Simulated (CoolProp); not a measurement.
Vapour-liquid equilibrium of fluoroethane (R161) (1) + R227EA (2) at 239.9 K; x and y are mole fractions of (1).

Computed with CoolProp (multi-fluid Helmholtz-energy mixture model, Wu 2012 and Lemmon 2016; pair parameters Bell 2016).

```tsv
x	bubble pressure, mixture model (bar)	bubble pressure, Raoult's law (bar)	y, mixture model	y, Raoult's law
0.05	0.4634	0.4971	0.063	0.124
0.15	0.4884	0.5743	0.221	0.321
0.25	0.5362	0.6514	(withheld)	0.472
0.35	0.6054	0.7285	0.559	0.591
0.45	0.6911	0.8056	0.690	0.687
0.55	0.7870	0.8827	0.789	0.766
0.65	0.8873	0.9599	0.861	0.833
0.75	(withheld)	1.037	0.915	0.889
0.85	(withheld)	1.114	0.955	0.938
0.95	(withheld)	1.191	0.986	0.981
```

Fill in the missing entries.


- 0.25, y, mixture model: 0.397
- 0.75, bubble pressure, mixture model (bar): 0.9877
- 0.85, bubble pressure, mixture model (bar): 1.086
- 0.95, bubble pressure, mixture model (bar): 1.182

The largest gap from Raoult's law is -17.7 % in bubble pressure, at x = 0.25. No azeotrope shows between x = 0.05 and 0.95.

Pair parameters are fitted to limited data, so mixtures are less certain than the pure fluids.
